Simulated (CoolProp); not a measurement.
Vapour-liquid equilibrium of methanol (1) + water (2) at 1.24 MPa; x and y are mole fractions of (1).

Computed with CoolProp (multi-fluid Helmholtz-energy mixture model, de Reuck 1993 and Wagner 2002; pair parameters Bell 2016).

Question: Give the bubble temperature and the first vapour's composition at x = 0.275, 0.5, 0.65. Is there an azeotrope?

Answer: x = 0.275: 442.6 K, y = 0.505; x = 0.5: 432.7 K, y = 0.709; x = 0.65: 427.7 K, y = 0.807. No azeotrope shows between x = 0.05 and 0.95.

The pair parameters rest on a limited set of measurements; away from them the model extrapolates.
